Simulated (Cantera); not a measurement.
What does this Cantera script print?

```python
import numpy as np
import cantera as ct

gas = ct.Solution("h2o2.yaml")
gas.TPX = 550, 63000, {'H2': 1, 'O2': 0.333, 'N2': 1.25}
flame = ct.FreeFlame(gas, width=0.055)
flame.set_refine_criteria(ratio=3, slope=0.08, curve=0.16)
flame.transport_model = "unity-Lewis-number"
flame.solve(loglevel=0, auto=True)
z, T = flame.grid, flame.T
thick = (T[-1] - T[0]) / np.gradient(T, z).max()
show = ['H2', 'O2', 'H', 'O', 'HO2', 'H2O2']
print(f"laminar burning velocity  {flame.velocity[0] * 100:.3f} cm/s")
print(f"burnt temperature         {T[-1]:.1f} K")
print(f"thermal thickness         {thick * 1e3:.4f} mm")
print(f"grid points               {len(z)}")
z0 = z[flame.heat_release_rate.argmax()]
print(f"{'z/mm':>9s}{'T/K':>9s}{'u/(m/s)':>9s}" + "".join(f"{s:>11s}" for s in show))
rows = []
for k in (-3, -2, -1.5, -1, -0.5, -0.25, 0, 0.25, 0.5, 1, 2, 4, 8):
    zz = z0 + k * thick
    rows.append([k * thick, np.interp(zz, z, T), np.interp(zz, z, flame.velocity),
                 *(np.interp(zz, z, flame.X[gas.species_index(s)]) for s in show)])
    print(f"{rows[-1][0] * 1e3:9.3f}{rows[-1][1]:9.1f}{rows[-1][2]:9.3f}" + "".join(f"{x:11.3e}" for x in rows[-1][3:]))
```

Result:

```
laminar burning velocity  455.545 cm/s
burnt temperature         2404.3 K
thermal thickness         0.6464 mm
grid points               130
     z/mm      T/K  u/(m/s)         H2         O2          H          O        HO2       H2O2
   -1.939    550.0    4.555  3.871e-01  1.289e-01  4.024e-14  2.939e-13  6.255e-10  1.467e-11
   -1.293    550.0    4.555  3.871e-01  1.289e-01  8.821e-12  6.433e-11  2.773e-08  6.528e-10
   -0.970    550.0    4.556  3.871e-01  1.289e-01  1.027e-10  7.428e-10  1.571e-07  3.716e-09
   -0.646    550.4    4.559  3.871e-01  1.289e-01  7.413e-09  3.873e-08  2.705e-06  6.438e-08
   -0.323    581.4    4.806  3.839e-01  1.271e-01  6.593e-05  1.135e-05  1.283e-04  2.884e-06
   -0.162    808.2    6.588  3.518e-01  1.114e-01  6.003e-03  3.606e-04  1.192e-04  4.047e-06
    0.000   1247.4    9.903  2.227e-01  5.581e-02  5.926e-02  4.295e-03  3.870e-05  1.572e-06
    0.162   1519.7   11.856  1.283e-01  1.512e-02  9.929e-02  6.790e-03  9.159e-06  1.307e-06
    0.323   1650.8   12.751  1.168e-01  7.263e-03  9.510e-02  6.457e-03  4.002e-06  9.208e-07
    0.646   1794.0   13.697  1.216e-01  5.001e-03  7.865e-02  5.365e-03  2.474e-06  5.200e-07
    1.293   1945.3   14.668  1.282e-01  3.470e-03  6.051e-02  3.890e-03  1.580e-06  2.638e-07
    2.585   2087.3   15.554  1.336e-01  2.127e-03  4.407e-02  2.445e-03  9.535e-07  1.377e-07
    5.171   2208.3   16.289  1.379e-01  1.129e-03  3.032e-02  1.317e-03  5.399e-07  7.618e-08
```

Model: the H2/O2 subset of GRI-Mech 3.0, which has no nitrogen chemistry, integrated in Cantera. Unity Lewis numbers drop preferential diffusion, which matters most where H2 and H carry the flame. Burning velocities carry a grid error of a few per cent, more on coarse grids.
